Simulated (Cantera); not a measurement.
# Ignition delay

Mixture: CH₄ : O₂ : N₂ = 1 : 1.05 : 3.96 (molar parts), at 3.00 bar, adiabatic and at constant pressure. Ignition delay is the time to a rise of 400 K.

Model: GRI-Mech 3.0 (53 species, 325 reactions), integrated in Cantera.

```json
[
 {"T0 (K)": "1098", "delay (ms)": "101"},
 {"T0 (K)": "1148", "delay (ms)": "49.1"},
 {"T0 (K)": "1198", "delay (ms)": "24.6"},
 {"T0 (K)": "1248", "delay (ms)": "12.8"},
 {"T0 (K)": "1298", "delay (ms)": "6.80"},
 {"T0 (K)": "1348", "delay (ms)": "3.72"},
 {"T0 (K)": "1398", "delay (ms)": "2.09"},
 {"T0 (K)": "1448", "delay (ms)": "1.19"},
 {"T0 (K)": "1498", "delay (ms)": "0.698"}
]
```

```yaml
apparent activation energy between 1398 and 1498 K: 190 kJ/mol
```
